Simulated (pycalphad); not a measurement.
Computed with pycalphad from the COST 507 light-alloy database (1999), at 1 atm. No gas phase is included, though pure Mg would boil below 1650 K. The database dates from 1999; later assessments differ in places, in temperatures and in the compounds included. Kinetics are ignored, which matters at the lower temperatures.

Problem. How does the equilibrium phase assembly of Mg-0.29Al-5.84Si (at.%) change on cooling from 1650 K to 370 K?

Solution. 
```
T (K)           phases above          phases below
------  --------------------  --------------------
1080.4                liquid        liquid + MG2SI
910.0         liquid + MG2SI  hcp + liquid + MG2SI
905.4   hcp + liquid + MG2SI           hcp + MG2SI
```
Changes were sought between steps of 40 K, so a narrower field can be missed.

Database names, with the compositions (at.%) that they take in these runs: MG2SI: Mg 67 Si 33.
